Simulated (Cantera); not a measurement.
Cantera run:

```python
import numpy as np
import cantera as ct

gas_names = [...]  # 114 gases of nasa_gas.yaml made of C, Fe, H, O
cond_names = """
    C(gr) C6H6(L) C7H8(L) C8H18(L),n-octa Fe(a) Fe(c) Fe(d) Fe(L) FeC5O5(L) FeO(s) FeO(L) Fe(OH)2(s)
    Fe(OH)3(s) Fe2O3(s) Fe3O4(s) H2O(s) H2O(L)
""".split()


# ... load() reads the species with a 1 bar reference pressure and builds the phases ...
atoms = {
    'Fe3O4': {'Fe': 3, 'O': 4},
    'CH4': {'C': 1, 'H': 4},
    'CO': {'C': 1, 'O': 1},
}
top_T = {'C(gr)': 4500, 'Fe2O3(s)': 1830, 'Fe3O4(s)': 1870}  # K; cautious upper limits of use, not melting points


# ... equilibrate(T, P, feed) seeds the gas with the atoms and calls Mixture.equilibrate('TP', solver="vcs", rtol=1e-11, max_steps=5000) ...
results = []
feed = {'Fe3O4': 1, 'CH4': 0.56, 'CO': 0.01}  # mol
T = 1923  # K
P = 290000  # Pa
mix = equilibrate(T, P, feed)
results.append((T, P, feed, dict(zip(mix.species_names, mix.species_moles))))
print(gas.report(threshold=0.0001))
for i in range(1, mix.n_phases):
    print(f"{mix.phase(i).name:16s} {mix.phase_moles(i):12.5e} mol")
```

Result:

```
       temperature   1923 K
          pressure   2.9e+05 Pa
           density   0.27121 kg/m^3
  mean mol. weight   14.953 kg/kmol
   phase of matter   gas

                          1 kg             1 kmol
                     ---------------   ---------------
          enthalpy       -2.9875e+06       -4.4671e+07  J
   internal energy       -4.0567e+06        -6.066e+07  J
           entropy             15418        2.3054e+05  J/K
    Gibbs function       -3.2636e+07         -4.88e+08  J
 heat capacity c_p            2634.7             39396  J/K
 heat capacity c_v            2078.6             31081  J/K

                      mass frac. Y      mole frac. X     chem. pot. / RT
                     ---------------   ---------------   ---------------
                CO           0.56437           0.30128           -34.618
               CO2           0.10571          0.035916           -58.355
                 H        2.4679e-05        0.00036609           -9.5585
                H2          0.059048           0.43797           -19.117
               H2O           0.27029           0.22435           -42.854
     [ +109 minor]        0.00056506        0.00012502

C(gr)             0.00000e+00 mol
Fe(L)             0.00000e+00 mol
FeC5O5(L)         0.00000e+00 mol
FeO(L)            2.99982e+00 mol
```

Equilibrium computed with Cantera from the NASA thermochemical tables; the gas is ideal and each condensed phase is pure. The tables' stoichiometric FeO is somewhat more stable than real wüstite, so its field is too wide. FeO: taken at fixed stoichiometry.
